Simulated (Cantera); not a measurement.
# Thermal oxidation and active oxidation of silicon: Si + CO₂ + N₂

Feed: 1 mol Si, a varied amount of CO₂, 12 mol N₂, equilibrated at 1675 K and 0.150 bar.

Equilibrium computed with Cantera from the NASA thermochemical tables; the gas is ideal and each condensed phase is pure. Candidate condensed phases: C, Si, SiC, SiO₂, Si₂N₂O, Si₃N₄; 34 gas species. Mutual solubility and eutectic melting of coexisting phases are not modelled. The tables hold silica as quartz up to 1696 K and as liquid above; real silica turns to tridymite and cristobalite and melts near 1996 K. Rates play no part.

From 0.024 mol CO₂ to 0.15 mol CO₂ the condensed part is SiC(s) + Si₂N₂O(s) + Si₃N₄(s). From 0.23 mol CO₂ to 0.36 mol CO₂ the condensed part is SiC(s) + Si₂N₂O(s). From 0.56 mol CO₂ to 1.4 mol CO₂ the condensed part is SiO₂(β-quartz) + Si₂N₂O(s). From 2.2 mol CO₂ to 3.4 mol CO₂ the condensed part is SiO₂(β-quartz). The main Si-bearing gas is SiO throughout.

```
n(CO₂) (mol)  log p N₂  log p CO  log p CO₂  log p SiO  n SiC(s)  n Si₂N₂O(s)  n Si₃N₄(s)  n SiO₂(β-quartz)
------------  --------  --------  ---------  ---------  --------  -----------  ----------  ----------------
0.024            -0.82     -3.57     -10.48      -5.13   0.00355       0.0270       0.314                 0
0.038            -0.82     -3.57     -10.48      -5.13    0.0175       0.0550       0.291                 0
0.059            -0.82     -3.57     -10.48      -5.13    0.0385       0.0969       0.256                 0
0.093            -0.82     -3.57     -10.48      -5.13    0.0724        0.165       0.199                 0
0.15             -0.82     -3.57     -10.48      -5.13     0.129        0.279       0.104                 0
0.23             -0.83     -3.19      -9.86      -5.01     0.180        0.409           0                 0
0.36             -0.83     -2.47      -8.65      -4.76    0.0938        0.452           0                 0
0.56             -0.85     -2.16      -5.93      -3.55         0        0.472           0            0.0324
0.88             -0.86     -1.98      -5.75      -3.55         0        0.366           0             0.245
1.4              -0.87     -1.80      -5.58      -3.54         0        0.192           0             0.591
2.2              -0.90     -1.68      -2.68      -6.33         0            0           0             1.000
3.4              -0.93     -1.71      -1.87      -7.17         0            0           0             1.000
```
log p: log10 of the partial pressure in bar; n: condensed amount in mol.
